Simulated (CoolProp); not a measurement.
Carbonyl sulfide along the isobar 7.04 bar: Z from the reference equation and from simpler models built on Tc = 378.8 K, pc = 63.69 bar, ω = 0.098; each cubic takes its own stable root.

Computed with CoolProp (reference Helmholtz-energy equation of state, Lemmon 2006). It is a short technical equation, of lower accuracy than the large ones.

```
T (K)  phase  reference  Pitzer virial  van der Waals  Redlich-Kwong  Soave-Redlich-Kwong  Peng-Robinson
-----  -----  ---------  -------------  -------------  -------------  -------------------  -------------
356.9    gas     0.9540         0.9544         0.9608         0.9539               0.9535         0.9490
368      gas     0.9583         0.9585         0.9637         0.9579               0.9577         0.9534
379.2    gas     0.9621         0.9623         0.9663         0.9615               0.9615         0.9573
390.4    gas     0.9655         0.9657         0.9687         0.9647               0.9649         0.9609
401.6    gas     0.9685         0.9686         0.9709         0.9676               0.9680         0.9640
412.8    gas     0.9712         0.9713         0.9728         0.9702               0.9707         0.9669
423.9    gas     0.9735         0.9737         0.9746         0.9725               0.9732         0.9695
435.1    gas     0.9757         0.9759         0.9763         0.9746               0.9754         0.9718
446.3    gas     0.9776         0.9778         0.9778         0.9766               0.9775         0.9739
457.5    gas     0.9794         0.9796         0.9792         0.9783               0.9793         0.9759
468.7    gas     0.9810         0.9812         0.9805         0.9799               0.9810         0.9777
```
